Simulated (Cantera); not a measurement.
Input (Python, Cantera) and output of one run.

```python
import numpy as np
import cantera as ct

gas_names = """
    H HO2 H2 H2O H2O2 O OH O2 O3 Si SiH SiH2 SiH3 SiH4 SiO SiO2 Si2 Si3
""".split()
cond_names = """
    H2O(s) H2O(L) Si(cr) Si(L) SiO2(Lqz) SiO2(hqz) SiO2(L)
""".split()


# ... load() reads the species with a 1 bar reference pressure and builds the phases ...
atoms = {
    'SiO2': {'Si': 1, 'O': 2},
    'H2': {'H': 2},
}
top_T = {}  # K; cautious upper limits of use, not melting points


# ... equilibrate(T, P, feed) seeds the gas with the atoms and calls Mixture.equilibrate('TP', solver="vcs", rtol=1e-11, max_steps=5000) ...
results = []
feed = {'SiO2': 1, 'H2': 3.9}  # mol
T = 1448.15  # K
P = 440000  # Pa
mix = equilibrate(T, P, feed)
results.append((T, P, feed, dict(zip(mix.species_names, mix.species_moles))))
x = sorted(zip(gas.X, gas.species_names), reverse=True)
print(f"T = {T:g} K  P = {P:g} Pa  gas = {mix.phase_moles(0):.4g} mol")
print("   x: " + "  ".join(f"{s} {v:.3e}" for v, s in x if v > 0.0001))
print("   condensed (mol): " + ("  ".join(f"{mix.phase(i).name} {mix.phase_moles(i):.4g}"
      for i in range(1, mix.n_phases) if mix.phase_moles(i) > 1e-12) or "none"))
```

Output:

```
T = 1448.15 K  P = 440000 Pa  gas = 3.9 mol
   x: H2 1.000e+00
   condensed (mol): SiO2(hqz) 1
```

Cantera equilibrium calculation (NASA polynomials, part measured and part estimated; ideal gas, pure solids and liquids). The tables hold silica as quartz up to 1696 K and as liquid above; real silica turns to tridymite and cristobalite and melts near 1996 K.
